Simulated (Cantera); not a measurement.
Feed: 1 mol BF3, 7.7 mol O2, 6.2 mol H2, held at 800 K and 1.00 bar.

Cantera equilibrium calculation (NASA polynomials, part measured and part estimated; ideal gas, pure solids and liquids). Candidate condensed phases: B, B2O3, B3O3H3, H2O; 43 gas species. Equilibrium is a limit: real reactors are often held back by kinetics, nucleation or transport.

What is the equilibrium state?


```
Quantity                                 Result
------------------------------------  ---------
x(H2O)                                    0.476
x(O2)                                     0.387
x(HF)                                    0.0706
x(BF3)                                   0.0590
x((HBO2)3)                              0.00684
x(B3O3F3)                               0.00151
gas amount                            11.90 mol
log10 activity of B(s) (absent)          -34.61
log10 activity of B3O3H3(s) (absent)     -60.81
```
